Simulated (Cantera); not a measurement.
Input: 1 mol SiH₂Cl₂, 0.76 mol NH₃, 43 mol H₂, equilibrated at 1198.15 K.

Method: chemical equilibrium by Gibbs-energy minimisation in Cantera with the NASA 1993 tables (ideal gas, pure condensed phases). Candidate condensed phases: NH₄Cl, Si, Si₃N₄; 28 gas species. Mutual solubility and eutectic melting of coexisting phases are not modelled. The tables' values for SiCl₃ are old estimates; treat these amounts as uncertain. Equilibrium is a limit: real reactors are often held back by kinetics, nucleation or transport.

log p: log10 of the partial pressure in bar; n: condensed amount in mol.

```
P (Pa)  log p H₂  log p HCl  log p SiHCl₃  log p SiCl₂  log p SiCl₄  log p SiH₂Cl₂  n Si(s)  n Si₃N₄(s)
------  --------  ---------  ------------  -----------  -----------  -------------  -------  ----------
5          -4.32      -5.74        -10.22        -6.78       -10.07              …    0.314       0.178
15         -3.84      -5.26         -9.27        -6.31        -9.12              …    0.288       0.186
45         -3.36      -4.78         -8.32        -5.83        -8.17              …    0.279       0.189
140        -2.87      -4.29         -7.34        -5.35        -7.19              …    0.273       0.190
410        -2.40      -3.83         -6.43        -4.89        -6.29              …    0.266       0.190
1200       -1.94      -3.38         -5.54        -4.46        -5.41              …    0.254       0.190
3700       -1.45      -2.93         -4.65        -4.03        -4.56              …    0.228       0.190
11000      -0.97      -2.50         -3.87        -3.66        -3.83              …    0.188       0.190
33000      -0.49      -2.10         -3.14        -3.34        -3.18              …    0.133       0.190
100000     -0.01      -1.72         -2.47        -3.05        -2.61              …   0.0694       0.190
```

Complete the blanks.


- 5, log p SiH₂Cl₂: -11.25
- 15, log p SiH₂Cl₂: -10.30
- 45, log p SiH₂Cl₂: -9.35
- 140, log p SiH₂Cl₂: -8.37
- 410, log p SiH₂Cl₂: -7.45
- 1200, log p SiH₂Cl₂: -6.55
- 3700, log p SiH₂Cl₂: -5.63
- 11000, log p SiH₂Cl₂: -4.79
- 33000, log p SiH₂Cl₂: -3.99
- 100000, log p SiH₂Cl₂: -3.22
